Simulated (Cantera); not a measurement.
Adiabatic ignition

An adiabatic, constant-pressure homogeneous reactor starts with 23.7 % CO, 1.14 % H2, 0.878 % CH4, 15.6 % O2, 58.6 % N2, equivalence ratio 0.91, at 1823 K and 0.306 atm.

Cantera simulation using GRI-Mech 3.0 (53 species, 325 reactions); the numbers are that mechanism's predictions, not measurements.

```json
[
 {"t (s)": "5.00e-6", "T (K)": "1823", "x CO": "0.237", "x H2": "0.0114", "x CH4": "0.00878", "x H2O2": "9.94e-10", "x NO": "<1e-12"},
 {"t (s)": "1.20e-5", "T (K)": "1823", "x CO": "0.237", "x H2": "0.0114", "x CH4": "0.00877", "x H2O2": "2.18e-9", "x NO": "7.02e-12"},
 {"t (s)": "2.86e-5", "T (K)": "1823", "x CO": "0.237", "x H2": "0.0113", "x CH4": "0.00865", "x H2O2": "4.42e-9", "x NO": "9.10e-11"},
 {"t (s)": "6.84e-5", "T (K)": "1919", "x CO": "0.233", "x H2": "0.00819", "x CH4": "0.00119", "x H2O2": "1.42e-7", "x NO": "1.25e-7"},
 {"t (s)": "0.000164", "T (K)": "2045", "x CO": "0.156", "x H2": "0.00291", "x CH4": "<1e-12", "x H2O2": "3.37e-8", "x NO": "1.40e-5"},
 {"t (s)": "0.000391", "T (K)": "2152", "x CO": "0.150", "x H2": "0.00306", "x CH4": "<1e-12", "x H2O2": "2.55e-8", "x NO": "8.63e-5"},
 {"t (s)": "0.000935", "T (K)": "2324", "x CO": "0.144", "x H2": "0.00306", "x CH4": "<1e-12", "x H2O2": "1.75e-8", "x NO": "0.000387"},
 {"t (s)": "0.00224", "T (K)": "2549", "x CO": "0.133", "x H2": "0.00279", "x CH4": "<1e-12", "x H2O2": "1.52e-8", "x NO": "0.00211"},
 {"t (s)": "0.00535", "T (K)": "2716", "x CO": "0.122", "x H2": "0.00245", "x CH4": "<1e-12", "x H2O2": "2.61e-8", "x NO": "0.00866"},
 {"t (s)": "0.0128", "T (K)": "2733", "x CO": "0.120", "x H2": "0.00242", "x CH4": "<1e-12", "x H2O2": "2.87e-8", "x NO": "0.0147"},
 {"t (s)": "0.0306", "T (K)": "2733", "x CO": "0.120", "x H2": "0.00242", "x CH4": "<1e-12", "x H2O2": "2.87e-8", "x NO": "0.0155"},
 {"t (s)": "0.0731", "T (K)": "2733", "x CO": "0.120", "x H2": "0.00242", "x CH4": "<1e-12", "x H2O2": "2.87e-8", "x NO": "0.0155"},
 {"t (s)": "0.175", "T (K)": "2733", "x CO": "0.120", "x H2": "0.00242", "x CH4": "<1e-12", "x H2O2": "2.87e-8", "x NO": "0.0155"},
 {"t (s)": "0.418", "T (K)": "2733", "x CO": "0.120", "x H2": "0.00242", "x CH4": "<1e-12", "x H2O2": "2.87e-8", "x NO": "0.0155"},
 {"t (s)": "1.00", "T (K)": "2733", "x CO": "0.120", "x H2": "0.00242", "x CH4": "<1e-12", "x H2O2": "2.87e-8", "x NO": "0.0155"}
]
```
x: mole fraction; the columns are a selection and need not sum to one.

```yaml
time_of_steepest_temperature_rise: 64.9 µs
temperature at 1.00 s: 2733 K
equilibrium_temperature: 2733 K
x(CO) at 1.00 s: 0.120 (gas-phase equilibrium 0.120)
x(H2) at 1.00 s: 0.00242 (gas-phase equilibrium 0.00242)
x(CH4) at 1.00 s: <1e-12 (gas-phase equilibrium <1e-12)
```
